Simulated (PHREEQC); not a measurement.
Solution (25 °C): 0.00099 mol/kgw CuSO4, 0.0042 mol/kgw MgSO4, 0.0037 mol/kgw H2SO4 and 0.041 mol/kgw NaCl. Closed to the air; pH follows from the charge balance.

Computed with PHREEQC (ion-association model, phreeqc.dat).

### Question
The ionic strength comes out as 0.0646 mol/kgw. What activity coefficients do H+, CuCl+, NaSO4-, Mg+2, SO4-2 get?

### Answer
H+ 0.84, CuCl+ 0.80, NaSO4- 0.81, Mg+2 0.45, SO4-2 0.43.

No solid was allowed to form. Species that the database lacks are ignored.
